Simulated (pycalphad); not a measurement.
All values are pycalphad results on the COST 507 light-alloy database (1999) (1 atm), not direct measurements. These are 1990s assessments: newer ones move some temperatures and phases. Kinetics are ignored, which matters at the lower temperatures.

Si-3Ti (at.%): equilibrium cooling sequence

```tsv
T (°C)	phases above	phases below
1404.8	LIQUID	DIAMOND_A4 + LIQUID
1331.1	DIAMOND_A4 + LIQUID	DIAMOND_A4 + SI2TI
```

Changes were sought between steps of 50 K, so a narrower field can be missed.

Database names, with the compositions (at.%) that they take in these runs: SI2TI: Si 67 Ti 33. DIAMOND_A4 is diamond (Si).
